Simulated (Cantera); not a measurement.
Charge: 1 mol MgO, 0.086 mol H2S, 3.9 mol H2O, 0.31 mol SO3, equilibrated at 1550 °C and 0.630 bar.

Equilibrium computed with Cantera from the NASA thermochemical tables; the gas is ideal and each condensed phase is pure. Candidate condensed phases: H2O, H2SO4, Mg, MgO, Mg(OH)2, MgS, MgSO4, S; 26 gas species. Kinetics and transport are ignored.

Base state: H2O 0.902, SO2 0.0897, O2 0.00609, OH 0.00110, H2 0.000969, SO3 5.40e-5, SO 3.70e-5, H 1.70e-5 (mole fractions); condensed: MgO(s).

Problem. What changes in the equilibrium state with this change: H2S from 0.086 to 0.29 mol?

Solution. 
```json
[
 {"species": "H2O", "before": "0.902", "after": "0.794"},
 {"species": "SO2", "before": "0.0897", "after": "0.109"},
 {"species": "H2", "before": "0.000969", "after": "0.0835"},
 {"species": "S2", "before": "<1e-9", "after": "0.00373"},
 {"species": "H2S", "before": "4.04e-9", "after": "0.00406"},
 {"species": "S2O", "before": "<1e-9", "after": "0.000210"},
 {"species": "SH", "before": "7.57e-9", "after": "0.000820"},
 {"species": "S", "before": "5.89e-9", "after": "6.87e-5"},
 {"species": "MgO(s), mol", "before": "1.000", "after": "1.000"}
]
```
